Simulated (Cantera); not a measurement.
Mixture: H2 : O2 : N2 : H2O = 1 : 0.357 : 2.21 : 0.1 (molar parts), at 810000 Pa, adiabatic and at constant pressure. Ignition delay is the time to a rise of 400 K.

Model: the H2/O2 subset of GRI-Mech 3.0, which has no nitrogen chemistry, integrated in Cantera. The hydrogen kinetics of GRI-Mech 3.0 are dated; newer H2 mechanisms differ, most at raised pressure.

**Question.** At T0 = 1575 K, what is the delay, and which 8 reactions control it most (d ln τ / d ln k, from doubling and halving each rate constant)?

**Answer.** The delay is 2.07 µs.
| reaction | d ln τ / d ln k | faster rate |
|---|---|---|
| H + O2 <=> O + OH | -0.71 | shortens it |
| H2 + O <=> H + OH | -0.13 | shortens it |
| H2 + OH <=> H + H2O | -0.08 | shortens it |
| H + HO2 <=> H2 + O2 | -0.06 | shortens it |
| H + O2 + N2 <=> HO2 + N2 | 0.03 | lengthens it |
| H + HO2 <=> 2 OH | -0.03 | shortens it |
| H + O2 + M <=> HO2 + M | 0.02 | lengthens it |
| H + OH + M <=> H2O + M | -0.02 | shortens it |
